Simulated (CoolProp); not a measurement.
Vapour-liquid equilibrium of carbon dioxide (1) + propane (2) at 11.6 bar; x and y are mole fractions of (1).

Model: multi-fluid Helmholtz-energy mixture model, Span 1996 and Lemmon 2009; pair parameters Kunz 2012, in CoolProp.

| x | bubble temperature, mixture model (°C) | bubble temperature, Raoult's law (°C) | y, mixture model | y, Raoult's law |
|---|---|---|---|---|
| 0.05 | 20.0 | 22.8 | 0.267 | 0.263 |
| 0.2 | -8.3 | 2.7 | 0.699 | 0.645 |
| 0.35 | -22.0 | -9.7 | 0.831 | 0.805 |
| 0.5 | -28.0 | -18.5 | 0.879 | 0.889 |
| 0.65 | -31.0 | -25.1 | 0.905 | 0.939 |
| 0.8 | -33.2 | -30.4 | 0.930 | 0.972 |
| 0.95 | -35.3 | -34.7 | 0.974 | 0.994 |

The largest gap from Raoult's law is -12.3 K in bubble temperature, at x = 0.35. No azeotrope shows between x = 0.05 and 0.95.

Pair parameters are fitted to limited data, so mixtures are less certain than the pure fluids. With so large a gap from Raoult's law the liquid may split in two, which this calculation doesn't test in full.
